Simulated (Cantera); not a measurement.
**Pyrogenic steam for wet oxidation**

A perfectly stirred reactor is fed with H2 : O2 : N2 = 0.85 : 1 : 3.3 (molar parts), equivalence ratio 0.42, at 0.987 atm; it is held at 1025 K, and followed from long to short residence time.

Computed with Cantera and the H2/O2 subset of GRI-Mech 3.0, which has no nitrogen chemistry. The temperature is held fixed by assumption; the heat of reaction is taken as removed at once.

```tsv
τ (s)	x H2	x O2	x H2O	x H2O2	x H	x O
0.45	0.0111	0.126	0.168	0.000150	9.97e-7	1.59e-6
0.22	0.0181	0.129	0.160	0.000230	1.86e-6	2.11e-6
0.11	0.0275	0.134	0.150	0.000308	3.35e-6	2.82e-6
0.051	0.0391	0.139	0.137	0.000355	6.35e-6	4.19e-6
0.025	0.0472	0.142	0.128	0.000327	1.18e-5	6.83e-6
0.012	0.0510	0.144	0.124	0.000239	2.33e-5	1.28e-5
0.0058	0.0520	0.144	0.123	0.000146	4.74e-5	2.55e-5
0.0028	0.0532	0.145	0.122	8.15e-5	9.68e-5	5.07e-5
0.0014	0.0560	0.146	0.119	4.60e-5	0.000189	9.38e-5
```
x: mole fraction; the columns are a selection and need not sum to one.
